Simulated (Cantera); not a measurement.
An isothermal, constant-pressure homogeneous reactor starts with 1.47 % CH₄, 98.5 % N₂, at 1873 K and 11.3 Torr.

Cantera simulation using GRI-Mech 3.0 (53 species, 325 reactions); the numbers are that mechanism's predictions, not measurements. GRI-Mech 3.0 stops at C3 and has no aromatics, soot or wall deposition, so with more carbon than oxygen in the feed, carbon stays in small species such as C2H2 where larger ones or solid carbon would form. Radical loss at walls, strong at low pressure, is not modelled.

x: mole fraction; the columns are a selection and need not sum to one.

```json
[
 {"t (s)": "1.00e-6", "x CH₄": "0.0147", "x C₂H₄": "<1e-12", "x C₂H₆": "<1e-12", "x H₂": "1.28e-10", "x C₂H": "<1e-12", "x HCN": "<1e-12"},
 {"t (s)": "3.98e-6", "x CH₄": "0.0147", "x C₂H₄": "<1e-12", "x C₂H₆": "<1e-12", "x H₂": "1.99e-9", "x C₂H": "<1e-12", "x HCN": "<1e-12"},
 {"t (s)": "1.59e-5", "x CH₄": "0.0147", "x C₂H₄": "<1e-12", "x C₂H₆": "<1e-12", "x H₂": "3.02e-8", "x C₂H": "<1e-12", "x HCN": "<1e-12"},
 {"t (s)": "6.32e-5", "x CH₄": "0.0147", "x C₂H₄": "3.23e-12", "x C₂H₆": "<1e-12", "x H₂": "4.12e-7", "x C₂H": "<1e-12", "x HCN": "<1e-12"},
 {"t (s)": "0.000252", "x CH₄": "0.0147", "x C₂H₄": "4.73e-10", "x C₂H₆": "2.50e-11", "x H₂": "4.00e-6", "x C₂H": "<1e-12", "x HCN": "<1e-12"},
 {"t (s)": "0.00100", "x CH₄": "0.0147", "x C₂H₄": "5.30e-8", "x C₂H₆": "…", "x H₂": "2.25e-5", "x C₂H": "<1e-12", "x HCN": "9.62e-12"},
 {"t (s)": "0.00399", "x CH₄": "0.0145", "x C₂H₄": "3.74e-6", "x C₂H₆": "…", "x H₂": "0.000104", "x C₂H": "2.14e-11", "x HCN": "3.88e-10"},
 {"t (s)": "0.0159", "x CH₄": "0.0135", "x C₂H₄": "0.000175", "x C₂H₆": "…", "x H₂": "0.000921", "x C₂H": "1.17e-8", "x HCN": "3.38e-8"},
 {"t (s)": "0.0633", "x CH₄": "0.00588", "x C₂H₄": "0.000394", "x C₂H₆": "…", "x H₂": "0.0119", "x C₂H": "3.51e-7", "x HCN": "3.89e-6"},
 {"t (s)": "0.252", "x CH₄": "0.000809", "x C₂H₄": "1.25e-5", "x C₂H₆": "…", "x H₂": "0.0203", "x C₂H": "8.01e-7", "x HCN": "2.79e-5"},
 {"t (s)": "1.00", "x CH₄": "5.34e-5", "x C₂H₄": "1.62e-7", "x C₂H₆": "2.74e-10", "x H₂": "0.0215", "x C₂H": "1.36e-6", "x HCN": "7.88e-5"},
 {"t (s)": "4.00", "x CH₄": "8.22e-7", "x C₂H₄": "3.45e-8", "x C₂H₆": "<1e-12", "x H₂": "0.0215", "x C₂H": "1.93e-6", "x HCN": "0.000113"}
]
```

Problem. What belongs in the gaps?

Solution. 
- 0.00100, x C₂H₆: 1.34e-9
- 0.00399, x C₂H₆: 3.24e-8
- 0.0159, x C₂H₆: 4.73e-7
- 0.0633, x C₂H₆: 5.69e-7
- 0.252, x C₂H₆: 2.49e-8
